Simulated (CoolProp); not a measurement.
R407C along the isobar 5.74 MPa: fugacity coefficient from the reference equation and from simpler models built on Tc = 86.2 °C, pc = 4.632 MPa, ω = 0.363; each cubic takes its own stable root.

Computed with CoolProp (reference Helmholtz-energy equation of state, Lemmon 2003). It is a pseudo-pure fit of the blend.

```
T (°C)          phase  reference  van der Waals  Redlich-Kwong  Soave-Redlich-Kwong
------  -------------  ---------  -------------  -------------  -------------------
-39.45         liquid    0.02105         0.1295        0.04295              0.01801
-14.05         liquid        ___         0.2039        0.09879              0.05455
11.25          liquid     0.1291         0.2930         0.1854               0.1271
36.55          liquid     0.2379         0.3930            ___               0.2437
61.85          liquid     0.3826         0.4987         0.4350               0.4004
87.15   supercritical     0.5480            ___         0.5728               0.5741
112.45  supercritical     0.6714         0.6878         0.6747               0.6944
137.85  supercritical     0.7427            ___         0.7353               0.7652
163.15  supercritical        ___            ___         0.7804               0.8178
188.45  supercritical        ___         0.8107         0.8160               0.8588
213.75  supercritical     0.8663         0.8364         0.8449                  ___
```

Q: What belongs in the gaps?

A: 
- -14.05, reference: 0.05877
- 36.55, Redlich-Kwong: 0.3004
- 87.15, van der Waals: 0.6026
- 137.85, van der Waals: 0.7405
- 163.15, reference: 0.7947
- 163.15, van der Waals: 0.7796
- 188.45, reference: 0.8347
- 213.75, Soave-Redlich-Kwong: 0.8915
